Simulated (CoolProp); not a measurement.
Dimethyl ether at 222.21 K and 0.0167 MPa is throttled through a valve to 0.0022 MPa with no heat exchange. Each further row changes one setting.

Model: reference Helmholtz-energy equation of state, Wu 2011, in CoolProp.

```tsv
case	temperature change (K)	final density (kg/m³)
as stated	-1.0	0.0552
outlet pressure 0.00066 MPa	___	___
outlet pressure 0.00286 MPa	-1.0	___
```

Task: Complete the blanks.

Result: 
- outlet pressure 0.00066 MPa, temperature change (K): -1.1
- outlet pressure 0.00066 MPa, final density (kg/m³): 0.0165
- outlet pressure 0.00286 MPa, final density (kg/m³): 0.0717
